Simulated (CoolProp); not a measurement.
Vapour-liquid equilibrium of carbon dioxide (1) + R143a (2) at -31.35 °C; x and y are mole fractions of (1).

Values from CoolProp's multi-fluid Helmholtz-energy mixture model, Span 1996 and Lemmon and Jacobsen 2000; pair parameters Bell 2016.

```csv
x,"bubble pressure, mixture model (bar)","bubble pressure, Raoult's law (bar)","y, mixture model","y, Raoult's law"
0.05,2.518,2.615,0.219,0.261
0.15,3.667,3.776,0.509,0.542
0.25,4.964,4.936,0.673,0.691
0.35,6.298,6.097,0.770,0.783
0.45,7.586,7.258,0.832,0.846
0.55,8.786,8.418,0.875,0.891
0.65,9.896,9.579,0.907,0.926
0.75,10.95,10.74,0.934,0.953
0.85,11.98,11.90,0.960,0.974
0.95,13.07,13.06,0.986,0.992
```

The largest gap from Raoult's law is +4.5 % in bubble pressure, at x = 0.45. No azeotrope shows between x = 0.05 and 0.95.

Pair parameters are fitted to limited data, so mixtures are less certain than the pure fluids. The gap from Raoult's law changes sign with composition, which may be real or a fault of the pair parameters; it wasn't checked against measurements.
